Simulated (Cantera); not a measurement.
Feed: 1 mol SiO₂, 23 mol HBr, 0.54 mol H₂, held at 0.270 bar.

Method: chemical equilibrium by Gibbs-energy minimisation in Cantera with the NASA 1993 tables (ideal gas, pure condensed phases). Candidate condensed phases: Br₂, H₂O, Si, SiO₂; 28 gas species. The tables' values for SiBr₃ are old estimates; treat these amounts as uncertain. The tables hold silica as quartz up to 1696 K and as liquid above; real silica turns to tridymite and cristobalite and melts near 1996 K. The numbers say what is thermodynamically allowed, not how fast it happens.

At 1725 K, list the 6 most abundant gas species with their mole fractions, and the condensed phases.

HBr 0.878, Br 0.0639, H₂ 0.0553, Br₂ 0.00153, H₂O 0.000812, SiBr₄ 0.000163. Condensed: SiO₂(condensed).
